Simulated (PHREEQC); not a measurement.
A solution holds 1.2 mmol/kgw HCl, 0.52 mmol/kgw CuSO4 and 1.3 mmol/kgw MnSO4, at 25 °C. Closed to the air; pH follows from the charge balance.

The numbers come from PHREEQC with the ion-association model, phreeqc.dat.

```
quantity                    before     after
------------------------  --------  --------
pH                            3.00      3.94
ionic strength (mol/kgw)   0.00737  0.000826
SO4-2 (mol/kgw)            0.00149  0.000176
Mn+2 (mol/kgw)             0.00114  0.000127
Cu+2 (mol/kgw)            0.000451   5.06e-5
MnSO4 (mol/kgw)           0.000151   3.07e-6
```

Problem. Name the change that produced these shifts.
A) 2.4e-05 mol/kgw Ca(NO3)2 added
B) diluted 10-fold with water
C) MnSO4 from 0.0013 to 0.00143 mol/kgw
D) temperature from 25 to 65 °C

Solution. B, diluted 10-fold with water

This is a speciation only: nothing precipitates in the calculation.
